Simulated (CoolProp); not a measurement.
Vapour-liquid equilibrium of R125 (1) + R1234yf (2) at -87.15 °C; x and y are mole fractions of (1).

The numbers come from the multi-fluid Helmholtz-energy mixture model, Lemmon 2005 and Lemmon 2022; pair parameters Bell 2023 in CoolProp.

```tsv
x	bubble pressure, mixture model (MPa)	bubble pressure, Raoult's law (MPa)	y, mixture model	y, Raoult's law
0.05	0.003392	0.003378	0.138	0.135
0.15	0.004015	0.003982	0.347	0.343
0.25	0.004629	0.004586	0.499	0.497
0.35	0.005235	0.005191	0.615	0.615
0.45	0.005837	0.005795	0.707	0.708
0.55	0.006435	0.006400	0.782	0.784
0.65	0.007031	0.007004	0.844	0.846
0.75	0.007627	0.007608	0.897	0.899
0.85	0.008223	0.008213	0.942	0.944
0.95	0.008820	0.008817	0.982	0.983
```

The largest gap from Raoult's law is +0.9 % in bubble pressure, at x = 0.25. No azeotrope shows between x = 0.05 and 0.95.

Pair parameters are fitted to limited data, so mixtures are less certain than the pure fluids.
